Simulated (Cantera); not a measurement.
Feed: 1 mol Cr, 11 mol NH₃, 410 mol H₂, held at 2198.15 K.

Equilibrium computed with Cantera from the NASA thermochemical tables; the gas is ideal and each condensed phase is pure. Candidate condensed phases: Cr, CrN, Cr₂N; 11 gas species. The numbers say what is thermodynamically allowed, not how fast it happens.

Question: At 100 Pa, list the 4 most abundant gas species with their mole fractions, and the condensed phases.

Answer: H₂ 0.826, H 0.160, N₂ 0.0117, Cr 0.00212. Condensed: gas only.
